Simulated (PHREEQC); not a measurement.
PHREEQC input (ion-association model, phreeqc.dat):

```
SOLUTION 0
  temp 25
  units mmol/kgw
  pH 7 charge
  Cl 147.81
  Sr 4.5
  Ca 63
  Zn 6.4
  O(0) 1 O2(g) -0.68
SOLUTION 1-30
  temp 25
  units mmol/kgw
  pH 7 charge
  Cl 3.21
  Ca 1.6
  O(0) 1 O2(g) -0.68
END
EXCHANGE 1-30
  X 0.28
  -equilibrate 1
END
SELECTED_OUTPUT 1
  -reset false
  -pH true
  -pe true
  -ionic_strength true
  -water true
  -step true
  -totals Ca Cl Sr Zn
  -molalities CaX2 ZnX2 SrX2
  -saturation_indices Zn(OH)2(e)
PRINT
  -reset false
TRANSPORT
  -cells 30
  -shifts 180
  -lengths 0.0166667
  -time_step 300
  -dispersivities 0.025
  -boundary_conditions flux flux
  -correct_disp true
  -punch_cells 30
  -punch_frequency 6
END
```

Selected output (columns that matter, 13 of 31 rows; pore volumes added in front):

```
pore volumes	pH	mu	Ca	Cl	Sr	Zn	m_CaX2	m_ZnX2	m_SrX2	si_Zn(OH)2(e)
0	5.0293	0.00481	0.0016	0.00321	0	0	0.14	0	0	-1000
0.4167	5.0308	0.005415	0.0018017	0.0036134	0	0	0.14	0	0	-1000
1.0167	5.0891	0.13123	0.043739	0.087488	1.156e-08	6.0403e-07	0.14	1.7814e-06	4.7666e-08	-8.0416
1.6167	5.0963	0.21203	0.07018	0.14142	5.8732e-05	0.0004681	0.13902	0.0008278	0.00014988	-5.2244
2.0167	5.0901	0.21976	0.07147	0.14675	0.00033373	0.0015639	0.13652	0.0026593	0.00082123	-4.7197
2.4167	5.0822	0.22081	0.070079	0.14765	0.00086312	0.0028779	0.13303	0.004861	0.0021107	-4.4715
3.0167	5.0729	0.22066	0.067481	0.1478	0.0018923	0.0045222	0.12777	0.0076189	0.0046156	-4.2938
3.6167	5.0675	0.22045	0.065536	0.14781	0.0028457	0.0055184	0.1238	0.0092766	0.0069251	-4.218
4.0167	5.0655	0.22036	0.064669	0.14781	0.0033381	0.005893	0.12199	0.0098929	0.0081124	-4.1934
4.4167	5.0643	0.22031	0.064075	0.14781	0.003708	0.0061169	0.12074	0.010258	0.0090014	-4.1795
5.0167	5.0634	0.22027	0.06354	0.14781	0.0040727	0.006287	0.11959	0.010531	0.0098751	-4.1694
5.6167	5.063	0.22026	0.063265	0.14781	0.0042778	0.0063568	0.11899	0.01064	0.010365	-4.1653
6.0167	5.0629	0.22025	0.063164	0.14781	0.0043584	0.0063778	0.11877	0.010672	0.010558	-4.1641
```
